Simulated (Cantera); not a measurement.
A perfectly stirred reactor is fed with N₂O = 1 (molar parts), at 0.178 atm; it is held at 1000 K, and followed from long to short residence time.

Computed with Cantera and GRI-Mech 3.0 (53 species, 325 reactions). GRI-Mech 3.0 was tuned for natural gas; its chemistry of N2O as a main component is partial and can be far from experiment. The mechanism lacks the step 2 NO + O2 → 2 NO2, which can matter for NO2 below about 1400 K. The temperature is held fixed by assumption; the heat of reaction is taken as removed at once.

What does this change do: temperature 1000 to 1500 K?


```json
[
 {"quantity": "x(N₂O) at τ = 13.0 s", "before": "0.978", "after": "0.00747"},
 {"quantity": "x(NO₂) at τ = 13.0 s", "before": "1.48e-6", "after": "0.000133"},
 {"quantity": "x(N₂) at τ = 13.0 s", "before": "0.0142", "after": "0.621"},
 {"quantity": "x(O) at τ = 13.0 s", "before": "4.15e-8", "after": "2.41e-5"},
 {"quantity": "x(O₂) at τ = 13.0 s", "before": "0.00695", "after": "0.290"},
 {"quantity": "x(N₂O) at τ = 0.200 s", "before": "1.000", "after": "0.255"},
 {"quantity": "x(NO₂) at τ = 0.200 s", "before": "2.05e-9", "after": "0.000151"},
 {"quantity": "x(N₂) at τ = 0.200 s", "before": "0.000223", "after": "0.438"},
 {"quantity": "x(O) at τ = 0.200 s", "before": "4.16e-8", "after": "6.53e-5"},
 {"quantity": "x(O₂) at τ = 0.200 s", "before": "0.000109", "after": "0.189"}
]
```

What does this change do: temperature 1000 to 1525 K?


| quantity | before | after |
|---|---|---|
| x(N₂O) at τ = 13.0 s | 0.978 | 0.00567 |
| x(NO₂) at τ = 13.0 s | 1.48e-6 | 0.000130 |
| x(N₂) at τ = 13.0 s | 0.0142 | 0.622 |
| x(O) at τ = 13.0 s | 4.15e-8 | 2.83e-5 |
| x(O₂) at τ = 13.0 s | 0.00695 | 0.291 |
| x(N₂O) at τ = 0.200 s | 1.000 | 0.204 |
| x(NO₂) at τ = 0.200 s | 2.05e-9 | 0.000163 |
| x(N₂) at τ = 0.200 s | 0.000223 | 0.465 |
| x(O) at τ = 0.200 s | 4.16e-8 | 8.11e-5 |
| x(O₂) at τ = 0.200 s | 0.000109 | 0.200 |
